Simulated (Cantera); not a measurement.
Input: 1 mol SiHCl3, 2.2 mol HCl, 20 mol N2, held at 750 °C and 9.10 mbar.

Cantera equilibrium calculation (NASA polynomials, part measured and part estimated; ideal gas, pure solids and liquids). Candidate condensed phases: NH4Cl, Si, Si3N4; 28 gas species. N2 is the only nitrogen source here; it is nearly inert below about 1500 K, so the nitride shown seldom forms there in practice. The tables' values for SiCl3 are old estimates; treat these amounts as uncertain. The numbers say what is thermodynamically allowed, not how fast it happens.

Task: What is the equilibrium state?

Result: 
| Quantity | Result |
|---|---|
| x(N2) | 0.849 |
| x(HCl) | 0.105 |
| x(SiCl4) | 0.0295 |
| x(H2) | 0.0162 |
| x(SiCl3) | 7.39e-5 |
| x(SiHCl3) | 3.86e-5 |
| x(SiCl2) | 3.91e-6 |
| n(Si3N4(s)) | 0.103 mol |
| gas amount | 23.30 mol |
| log10 activity of Si(s) (absent) | -5.49 |
